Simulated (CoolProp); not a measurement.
Vapour-liquid equilibrium of R125 (1) + R236FA (2) at 0.0402 MPa; x and y are mole fractions of (1).

Computed with CoolProp (multi-fluid Helmholtz-energy mixture model, Lemmon 2005 and Pan 2012; pair parameters Bell 2016).

```csv
x,"bubble temperature, mixture model (°C)","bubble temperature, Raoult's law (°C)","y, mixture model","y, Raoult's law"
0.05,-27.8,-27.9,0.303,0.309
0.125,-35.1,-35.1,0.567,0.573
0.2,-40.6,-40.6,0.714,0.719
0.275,-45.1,-45.0,0.802,0.806
0.35,-48.7,-48.5,0.858,0.862
0.425,-51.6,-51.6,0.897,0.901
0.5,-54.2,-54.1,0.925,0.928
0.575,-56.4,-56.4,0.945,0.948
0.65,-58.4,-58.3,0.960,0.963
0.725,-60.1,-60.1,0.972,0.974
0.8,-61.7,-61.7,0.982,0.983
0.875,-63.1,-63.1,0.990,0.991
0.95,-64.4,-64.4,0.996,0.997
```

The largest gap from Raoult's law is -0.2 K in bubble temperature, at x = 0.35. No azeotrope shows between x = 0.05 and 0.95.

The pair parameters rest on a limited set of measurements; away from them the model extrapolates.
